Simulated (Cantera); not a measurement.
# Ignition delay

Mixture: CH4 : CO : O2 : N2 = 1 : 0.23 : 1.76 : 6.63 (molar parts), at 1.00 atm, adiabatic and at constant pressure. Ignition delay is the time to a rise of 400 K.

Computed with Cantera and GRI-Mech 3.0 (53 species, 325 reactions).

```json
[
 {"T0 (K)": "1173", "delay (ms)": "89.9"},
 {"T0 (K)": "1223", "delay (ms)": "42.3"},
 {"T0 (K)": "1273", "delay (ms)": "20.7"},
 {"T0 (K)": "1323", "delay (ms)": "10.5"},
 {"T0 (K)": "1373", "delay (ms)": "5.54"},
 {"T0 (K)": "1423", "delay (ms)": "3.03"},
 {"T0 (K)": "1473", "delay (ms)": "1.72"}
]
```

```yaml
apparent activation energy between 1373 and 1473 K: 200 kJ/mol
```
